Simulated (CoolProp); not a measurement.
Ammonia along the isobar 16700 kPa: fugacity coefficient from the reference equation and from simpler models built on Tc = 405.6 K, pc = 11360 kPa, ω = 0.256; each cubic takes its own stable root.

Values from CoolProp's reference Helmholtz-energy equation of state, Gao 2020.

| T (K) | phase | reference | van der Waals | Soave-Redlich-Kwong | Peng-Robinson |
|---|---|---|---|---|---|
| 300 | liquid | 0.06765 | 0.2013 | 0.07340 | 0.07066 |
| 328.3 | liquid | 0.1361 | 0.2823 | 0.1490 | 0.1426 |
| 356.7 | liquid | 0.2363 | 0.3723 | 0.2588 | 0.2473 |
| 385.1 | liquid | 0.3646 | 0.4665 | 0.3958 | 0.3782 |
| 413.5 | supercritical | 0.5089 | 0.5593 | 0.5414 | 0.5178 |
| 441.8 | supercritical | 0.6312 | 0.6420 | 0.6563 | 0.6281 |
| 470.2 | supercritical | 0.7087 | 0.7037 | 0.7312 | 0.7014 |
| 498.6 | supercritical | 0.7654 | 0.7487 | 0.7872 | 0.7570 |
| 527 | supercritical | 0.8092 | 0.7842 | 0.8313 | 0.8012 |
| 555.3 | supercritical | 0.8439 | 0.8132 | 0.8666 | 0.8371 |
| 583.7 | supercritical | 0.8718 | 0.8375 | 0.8954 | 0.8668 |
| 612.1 | supercritical | 0.8946 | 0.8580 | 0.9190 | 0.8914 |
| 640.5 | supercritical | 0.9134 | 0.8755 | 0.9385 | 0.9120 |
